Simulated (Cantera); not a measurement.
An isothermal, constant-pressure homogeneous reactor starts with NH3 : N2 = 1 : 1.2 (molar parts), at 1575 K and 0.0133 bar. Integrator tolerance rtol = 1e-08.

Cantera simulation using the gas-phase N/H chemistry of the illustrative SiF4/NH3 mechanism in the Surface Chemkin manual (1991); the numbers are that mechanism's predictions, not measurements. Walls and surfaces, which speed up NH3 decomposition in real reactors, are not modelled.

What does this change do: pressure from 0.0133 bar to 0.240 bar?


```
quantity                                              before                                     after
-----------------  -----------------------------------------  ----------------------------------------
x(NH3) at 2.00 s       0.448 (gas-phase equilibrium 1.54e-7)     0.416 (gas-phase equilibrium 2.77e-6)
x(H) at 2.00 s      9.11e-7 (gas-phase equilibrium 0.000248)   2.83e-6 (gas-phase equilibrium 5.85e-5)
x(N2H2) at 2.00 s     1.30e-6 (gas-phase equilibrium <1e-12)    3.55e-7 (gas-phase equilibrium <1e-12)
x(NH) at 2.00 s     5.50e-7 (gas-phase equilibrium 7.96e-12)  2.99e-7 (gas-phase equilibrium 7.97e-12)
x(NH2) at 2.00 s   0.000133 (gas-phase equilibrium 1.90e-10)  6.80e-5 (gas-phase equilibrium 8.07e-10)
```
